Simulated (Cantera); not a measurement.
Feed: 1 mol SiCl4, 1.4 mol Cl2, 16 mol H2, at 548.15 K and 800000 Pa.

Equilibrium computed with Cantera from the NASA thermochemical tables; the gas is ideal and each condensed phase is pure. Kinetics and transport are ignored.

```csv
species,before,after
H2,0.793,0.755
HCl,0.152,0.191
SiCl4,0.0543,0.0229
SiHCl3,2.04e-6,0.0120
SiCl2,<1e-9,0.00889
SiCl3,<1e-9,0.00879
SiH2Cl2,<1e-9,0.00104
SiH3Cl,<1e-9,2.67e-5
H,<1e-9,1.25e-5
```
Gas species are given as mole fractions.

What was changed between the two runs?
(A) Cl2 from 1.4 to 1 mol
(B) SiCl4 replaced by Si
(C) temperature from 548.15 K to 948 K
(D) temperature from 548.15 K to 1573 K

D, temperature from 548.15 K to 1573 K. The tables' values for SiCl3 are old estimates; treat these amounts as uncertain
